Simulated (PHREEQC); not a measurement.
Solution (10 °C): 0.0019 mol KH2PO4 and 0.00041 mol Na2CO3 per kg of water. Closed to the air; pH follows from the charge balance.

All values are PHREEQC results (ion-association model, wateq4f.dat), not measurements.

Q: The ionic strength comes out as 0.00326 mol/kgw. What activity coefficients do H2PO4-, HPO4-2, KHPO4-, HCO3-, Na+ get?

A: H2PO4- 0.94, HPO4-2 0.79, KHPO4- 0.94, HCO3- 0.94, Na+ 0.94.

No solid was allowed to form. H3PO4, which wateq4f.dat lacks, is added to it with the constant of phreeqc.dat. Constants without temperature data keep their 25 °C values here.
